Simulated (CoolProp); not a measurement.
A single-stage vapour-compression cycle with the fluid: evaporating at 260.15 K (dew point), condensing at 280.15 K (bubble point), superheat 10 K, subcooling 8 K, compressor efficiency 0.65, no pressure losses. The same conditions are run with several fluids, on thermodynamics alone (safety and materials aside).

The numbers come from the reference Helmholtz-energy equation of state of each fluid (R124: de Vries 1995; trans-2-butene: Lemmon 2005; hydrogen chloride: Thol 2018; cis-2-butene: Lemmon 2005; R1224YDZ: Akasaka 2023; R407C: Lemmon 2003) in CoolProp. Blends and air are pseudo-pure fits.

```
fluid              cooling COP  pressure ratio  discharge temperature (K)  refrigerating effect (kJ/kg)  volumetric capacity (kJ/m³)
-----------------  -----------  --------------  -------------------------  ----------------------------  ---------------------------
R124                      8.27            2.17                      299.6                           161                          981
trans-2-butene            8.28            2.20                        ___                           406                          601
hydrogen chloride          ___             ___                      327.2                           330                        11700
cis-2-butene              8.25            2.25                      307.5                           418                          545
R1224YDZ                   ___            2.46                      300.2                           ___                          358
R407C                     6.01             ___                      318.2                           213                         2500
```

Question: Complete the blanks.

Answer: 
- trans-2-butene, discharge temperature (K): 303.8
- hydrogen chloride, cooling COP: 7.31
- hydrogen chloride, pressure ratio: 1.71
- R1224YDZ, cooling COP: 8.32
- R1224YDZ, refrigerating effect (kJ/kg): 176
- R407C, pressure ratio: 2.49
